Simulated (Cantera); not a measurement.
Feed: 1 mol FeS, 0.82 mol O2, 2.5 mol H2O, equilibrated at 1098.15 K and 13.3 mbar.

Equilibrium computed with Cantera from the NASA thermochemical tables; the gas is ideal and each condensed phase is pure. Candidate condensed phases: Fe, FeO, Fe(OH)2, Fe(OH)3, FeS, FeSO4, FeS2, Fe2O3, Fe2(SO4)3, Fe3O4, H2O, H2SO4, S; 22 gas species. Mutual solubility and eutectic melting of coexisting phases are not modelled. FeS: taken at fixed stoichiometry. Gases not in the tables: S3 to S7. Kinetics and transport are ignored.

Base state: H2O 0.804, SO2 0.150, S2 0.0195, H2 0.0141, H2S 0.0118, S2O 0.000385, SO 0.000104, SH 3.04e-5 (mole fractions); condensed: FeS(s) + Fe3O4(s).

### Question
What changes in the equilibrium state with this change: H2O from 2.5 to 0.14 mol?

### Answer
| species | before | after |
|---|---|---|
| SO2 | 0.150 | 0.711 |
| H2O | 0.804 | 0.212 |
| S2 | 0.0195 | 0.0678 |
| H2 | 0.0141 | 0.00234 |
| H2S | 0.0118 | 0.00363 |
| S2O | 0.000385 | 0.00213 |
| SO | 0.000104 | 0.000309 |
| SH | 3.04e-5 | 2.30e-5 |
| FeS(s), mol | 0.391 | 0.452 |
| Fe3O4(s), mol | 0.203 | 0.183 |
